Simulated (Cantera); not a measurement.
What does this Cantera script print?

```python
import numpy as np
import cantera as ct

gas = ct.Solution("gri30.yaml", transport_model="multicomponent")
show = ['C2H2', 'H2O', 'CH4']

rows = []
print(f"{'T/K':>7s}{'rho':>11s}{'cp':>10s}{'mu':>11s}{'lambda':>11s}{'Pr':>7s}" + "".join(f"{'D_' + s:>11s}" for s in show))
for T in [400, 650, 900, 1150, 1400, 1650, 1900]:
    gas.TPX = T, 500000, {'H2O': 0.68, 'NO': 0.4, 'N2': 0.3, 'O2': 0.75}
    Pr = gas.cp_mass * gas.viscosity / gas.thermal_conductivity
    D = [gas.mix_diff_coeffs_mole[gas.species_index(s)] for s in show]
    rows.append([gas.density, gas.cp_mass, gas.viscosity, gas.thermal_conductivity, Pr, *D])
    print(f"{T:7g}{gas.density:11.4e}{gas.cp_mass:10.1f}{gas.viscosity:11.4e}"
          f"{gas.thermal_conductivity:11.4e}{Pr:7.3f}" + "".join(f"{d:11.4e}" for d in D))
print("SI units: kg/m3, J/kg/K, Pa s, W/m/K, m2/s")
```

Result:

```
    T/K        rho        cp         mu     lambda     Pr     D_C2H2      D_H2O      D_CH4
    400 3.9989e+00    1176.8 2.1048e-05 3.6252e-02  0.683 5.7959e-06 8.0321e-06 7.7283e-06
    650 2.4608e+00    1258.1 3.0971e-05 5.7942e-02  0.672 1.3859e-05 1.9780e-05 1.8288e-05
    900 1.7773e+00    1340.9 3.9683e-05 7.9285e-02  0.671 2.4397e-05 3.5297e-05 3.2041e-05
   1150 1.3909e+00    1410.3 4.7580e-05 9.9973e-02  0.671 3.7084e-05 5.4042e-05 4.8583e-05
   1400 1.1425e+00    1467.9 5.4876e-05 1.1994e-01  0.672 5.1718e-05 7.5683e-05 6.7659e-05
   1650 9.6942e-01    1516.3 6.1700e-05 1.3921e-01  0.672 6.8160e-05 9.9995e-05 8.9093e-05
   1900 8.4187e-01    1557.0 6.8139e-05 1.5779e-01  0.672 8.6306e-05 1.2682e-04 1.1275e-04
SI units: kg/m3, J/kg/K, Pa s, W/m/K, m2/s
```

Detailed kinetics in Cantera: GRI-Mech 3.0 (53 species, 325 reactions). Polar gases are described roughly by these parameters. The composition is frozen, though it would react at the higher temperatures.
